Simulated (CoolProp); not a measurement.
A single-stage vapour-compression cycle with carbonyl sulfide: evaporating at 200.15 K (dew point), condensing at 260.15 K (bubble point), superheat 5 K, subcooling 5 K, compressor efficiency 0.8, no pressure losses. Each further row changes one setting.

Model: reference Helmholtz-energy equation of state, Lemmon 2006, in CoolProp. It is a short technical equation, of lower accuracy than the large ones.

```tsv
case	cooling COP	pressure ratio	discharge temperature (K)	refrigerating effect (kJ/kg)	volumetric capacity (kJ/m³)
as stated	?	14.1	390.4	261	285
evaporating temperature 205.15 K	2.41	10.6	374.6	264	376
condensing temperature 255.15 K	2.33	11.9	376.7	267	292
subcooling 10 K	2.15	14.1	390.4	267	292
superheat 15 K	2.05	14.1	?	267	278
compressor efficiency 0.7	?	14.1	413.2	261	285
```

Fill in the missing entries.


- as stated, cooling COP: 2.10
- superheat 15 K, discharge temperature (K): 405.5
- compressor efficiency 0.7, cooling COP: 1.83
